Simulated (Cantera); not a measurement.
An isothermal, constant-pressure homogeneous reactor starts with 87.7 % N2O, 12.3 % H2O, at 1098 K and 1.00 atm.

Cantera simulation using GRI-Mech 3.0 (53 species, 325 reactions); the numbers are that mechanism's predictions, not measurements. GRI-Mech 3.0 was tuned for natural gas; its chemistry of N2O as a main component is partial and can be far from experiment. The mechanism lacks the step 2 NO + O2 → 2 NO2, which can matter for NO2 below about 1400 K. The temperature is held fixed by assumption; the heat of reaction is taken as removed at once.

x: mole fraction; the columns are a selection and need not sum to one.

| t (s) | x N2O | x H2O | x OH | x H2 | x H2O2 | x H |
|---|---|---|---|---|---|---|
| 0.000900 | 0.877 | 0.123 | 4.08e-6 | 4.14e-9 | 2.62e-8 | 4.38e-10 |
| 0.00171 | 0.877 | 0.123 | 4.57e-6 | 1.14e-8 | 1.13e-7 | 5.39e-10 |
| 0.00325 | 0.877 | 0.123 | 4.88e-6 | 2.54e-8 | 1.94e-7 | 5.73e-10 |
| 0.00618 | 0.876 | 0.123 | 5.32e-6 | 4.67e-8 | 1.76e-7 | 5.91e-10 |
| 0.0117 | 0.876 | 0.123 | 5.78e-6 | 7.05e-8 | 1.45e-7 | 5.99e-10 |
| 0.0223 | 0.874 | 0.123 | 6.22e-6 | 8.20e-8 | 1.22e-7 | 5.87e-10 |
| 0.0424 | 0.871 | 0.123 | 6.65e-6 | 7.16e-8 | 1.04e-7 | 5.45e-10 |
| 0.0806 | 0.866 | 0.122 | [?] | [?] | [?] | 4.84e-10 |
| 0.153 | 0.856 | 0.122 | [?] | [?] | 7.59e-8 | 4.19e-10 |
| 0.291 | 0.838 | 0.121 | 8.69e-6 | 2.57e-8 | 7.03e-8 | 3.61e-10 |
| 0.554 | 0.805 | 0.120 | 9.40e-6 | 1.91e-8 | 6.98e-8 | 3.13e-10 |
| 1.05 | 0.748 | 0.117 | 9.83e-6 | 1.49e-8 | 7.05e-8 | 2.71e-10 |
| 2.00 | 0.656 | 0.113 | 9.85e-6 | 1.19e-8 | 6.85e-8 | 2.29e-10 |

Task: Complete the blanks.

Result: 
- 0.0806, x OH: 7.20e-6
- 0.0806, x H2: 5.24e-8
- 0.0806, x H2O2: 8.82e-8
- 0.153, x OH: 7.91e-6
- 0.153, x H2: 3.64e-8
